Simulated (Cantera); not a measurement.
Cantera run, input and output.

```python
import numpy as np
import cantera as ct

gas = ct.Solution("gri30.yaml")
gas.TPX = 1425, 1000000, {'CH3OH': 1, 'O2': 0.882, 'N2': 3.32}
reactor = ct.IdealGasConstPressureReactor(gas, energy="on", clone=False)
net = ct.ReactorNet([reactor])
net.rtol, net.atol = 1e-08, 1e-16
show = ['CH3OH', 'O2', 'HO2', 'C2H6', 'O', 'C2H4']
times = np.geomspace(9e-06, 3, 16)

steps = ct.SolutionArray(gas, extra=["t"])
rows = []
print(f"{'t/s':>10s}{'T/K':>9s}{'P/Pa':>11s}" + "".join(f"{s:>11s}" for s in show))
for t in times:
    while net.time < t:
        t_next = net.step()
        steps.append(gas.state, t=t_next)
    rows.append([np.interp(t, steps.t, y) for y in (steps.T, steps.P, *steps(*show).X.T)])
    print(f"{t:10.3e}{rows[-1][0]:9.1f}{rows[-1][1]:11.4g}" + "".join(f"{x:11.3e}" for x in rows[-1][2:]))
rate = np.gradient(steps.T, steps.t)
print("integrator steps:", len(steps.t))
if steps.T.max() > steps.T[0] + 200:
    print(f"time of steepest temperature rise: {steps.t[rate.argmax()]:.4e} s")
gas.TPX = 1425, 1000000, {'CH3OH': 1, 'O2': 0.882, 'N2': 3.32}
gas.equilibrate("HP")
print(f"equilibrium (HP): T = {gas.T:.1f} K  " + "  ".join(f"{s} {gas[s].X[0]:.3e}" for s in show))
```

Result:

```
       t/s      T/K       P/Pa      CH3OH         O2        HO2       C2H6          O       C2H4
 9.000e-06   1425.1      1e+06  1.919e-01  1.694e-01  1.054e-04  2.913e-08  3.923e-09  2.995e-09
 2.101e-05   1425.9      1e+06  1.910e-01  1.689e-01  2.337e-04  5.652e-08  7.757e-09  6.300e-09
 4.905e-05   1459.9      1e+06  1.700e-01  1.577e-01  1.289e-03  7.798e-08  1.578e-07  1.715e-08
 1.145e-04   2705.9      1e+06  8.582e-13  1.718e-04  3.043e-07  8.590e-22  1.544e-04  2.054e-17
 2.673e-04   2705.0      1e+06  8.618e-13  1.698e-04  3.008e-07  8.720e-22  1.528e-04  2.077e-17
 6.240e-04   2703.4      1e+06  8.682e-13  1.668e-04  2.956e-07  8.947e-22  1.505e-04  2.116e-17
 1.457e-03   2702.1      1e+06  8.739e-13  1.643e-04  2.914e-07  9.156e-22  1.485e-04  2.152e-17
 3.401e-03   2701.8      1e+06  8.748e-13  1.638e-04  2.906e-07  9.193e-22  1.482e-04  2.158e-17
 7.939e-03   2701.8      1e+06  8.749e-13  1.638e-04  2.906e-07  9.194e-22  1.482e-04  2.158e-17
 1.853e-02   2701.8      1e+06  8.749e-13  1.638e-04  2.906e-07  9.194e-22  1.482e-04  2.158e-17
 4.327e-02   2701.8      1e+06  8.749e-13  1.638e-04  2.906e-07  9.194e-22  1.482e-04  2.158e-17
 1.010e-01   2701.8      1e+06  8.749e-13  1.638e-04  2.906e-07  9.194e-22  1.482e-04  2.158e-17
 2.358e-01   2701.8      1e+06  8.749e-13  1.638e-04  2.906e-07  9.194e-22  1.482e-04  2.158e-17
 5.505e-01   2701.8      1e+06  8.749e-13  1.638e-04  2.906e-07  9.194e-22  1.482e-04  2.158e-17
 1.285e+00   2701.8      1e+06  8.749e-13  1.638e-04  2.906e-07  9.194e-22  1.482e-04  2.158e-17
 3.000e+00   2701.8      1e+06  8.749e-13  1.638e-04  2.906e-07  9.194e-22  1.482e-04  2.158e-17
integrator steps: 1877
time of steepest temperature rise: 5.8530e-05 s
equilibrium (HP): T = 2701.8 K  CH3OH 9.016e-13  O2 1.638e-04  HO2 2.906e-07  C2H6 1.138e-21  O 1.482e-04  C2H4 2.358e-17
```

Cantera simulation using GRI-Mech 3.0 (53 species, 325 reactions); the numbers are that mechanism's predictions, not measurements. GRI-Mech 3.0 was tuned for natural gas; its chemistry of methanol as a main component is partial and can be far from experiment.
